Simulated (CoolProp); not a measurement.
Saturation properties of R124.

Computed with CoolProp (reference Helmholtz-energy equation of state, de Vries 1995).

```csv
T (°C),p (bar),liquid density (kg/m³),vapour Z,liquid viscosity (µPa s)
-16.25,0.8437,1486,0.9620,___
0.75,1.677,___,0.9387,336
17.85,3.049,___,___,___
34.85,5.132,1321,0.8673,221
51.85,8.136,1256,___,180
68.95,12.32,1182,0.7554,146
85.95,17.89,1094,0.6779,117
102.95,25.20,___,___,91.2
```

**Question.** What belongs in the gaps?

**Answer.** 
- -16.25, liquid viscosity (µPa s): 420
- 0.75, liquid density (kg/m³): 1435
- 17.85, liquid density (kg/m³): 1380
- 17.85, vapour Z: 0.9073
- 17.85, liquid viscosity (µPa s): 271
- 51.85, vapour Z: 0.8175
- 102.95, liquid density (kg/m³): 978.4
- 102.95, vapour Z: 0.5747

It boils at -12.0 °C under 1 atm.

Viscosity comes from a separate model (Bell 2016), an estimate that may be off by 10 % or more.
